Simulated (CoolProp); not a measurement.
Vapour-liquid equilibrium of dimethyl carbonate (1) + n-heptane (2) at 366.1 K; x and y are mole fractions of (1).

The numbers come from the multi-fluid Helmholtz-energy mixture model, Zhou 2011 and Span 2003; pair parameters Bell 2016 in CoolProp.

**Question.** Give the bubble pressure and the first vapour's composition at x = 0.05, 0.2, 0.8. Is there an azeotrope?

**Answer.** x = 0.05: 0.9941 bar, y = 0.169; x = 0.2: 1.248 bar, y = 0.413; x = 0.8: 1.382 bar, y = 0.693. y crosses x between x = 0.5 and 0.65: the model has an azeotrope there.

Pair parameters are fitted to limited data, so mixtures are less certain than the pure fluids.
